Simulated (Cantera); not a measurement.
A closed system holds: 1 mol borazine, 11 mol H2O, at 7200 Pa.

Cantera equilibrium calculation (NASA polynomials, part measured and part estimated; ideal gas, pure solids and liquids). Candidate condensed phases: B, BN, B2O3, B3O3H3, H2O; 39 gas species. The feed counts by its element totals alone. Gases not in the tables: H3BO3. Equilibrium is a limit: real reactors are often held back by kinetics, nucleation or transport.

Task: Which condensed phases are stable at each of these points (T (K)): 898, 998, 1098, 1198, 1298, 1398, 1498, 1598, 1698, 1798, 1898, 1998, 2098, 2198?

Result: 
```csv
T (K),condensed phases,B condensed (%)
898,B2O3(l),94.6
998,B2O3(l),96.8
1098,B2O3(l),97.8
1198,B2O3(l),97.7
1298,B2O3(l),95.3
1398,B2O3(l),88.0
1498,B2O3(l),70.1
1598,B2O3(l),32.7
1698,gas only,0.0
1798,gas only,0.0
1898,gas only,0.0
1998,gas only,0.0
2098,gas only,0.0
2198,gas only,0.0
```

From 898 K to 1598 K the condensed part is B2O3(l). From 1698 K to 2198 K nothing is condensed.
